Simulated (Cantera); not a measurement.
Input: 1 mol SiH₂Cl₂, 14 mol O₂, equilibrated at 0.330 bar.

Equilibrium computed with Cantera from the NASA thermochemical tables; the gas is ideal and each condensed phase is pure. Candidate condensed phases: H₂O, Si, SiO₂; 30 gas species. The tables hold silica as quartz up to 1696 K and as liquid above; real silica turns to tridymite and cristobalite and melts near 1996 K. Rates play no part.

x: gas mole fraction; n: condensed amount in mol.

```tsv
T (°C)	x O₂	x HCl	x H₂O	x Cl₂	x Cl	n SiO₂(β-quartz)	n SiO₂(condensed)
600	0.864	0.0561	0.0399	0.0399	1.54e-5	1.00	0
700	0.864	0.0699	0.0328	0.0328	8.08e-5	1.00	0
800	0.865	?	?	?	?	1.00	0
900	0.865	0.0894	0.0227	0.0222	0.000920	1.00	0
1000	0.864	0.0955	?	?	?	1.00	0
1100	0.863	0.0995	0.0173	0.0148	0.00488	1.00	0
1200	0.862	0.101	0.0162	0.0116	0.00909	1.00	0
1300	0.859	0.101	0.0160	0.00850	0.0150	1.00	0
1400	0.856	0.0989	0.0169	0.00584	0.0221	1.00	0
1500	0.852	0.0948	0.0186	0.00380	0.0298	0	1.00
```

### Question
Complete the blanks.

### Answer

- 800, x HCl: 0.0809
- 800, x H₂O: 0.0271
- 800, x Cl₂: 0.0269
- 800, x Cl: 0.000307
- 1000, x H₂O: 0.0195
- 1000, x Cl₂: 0.0183
- 1000, x Cl: 0.00229
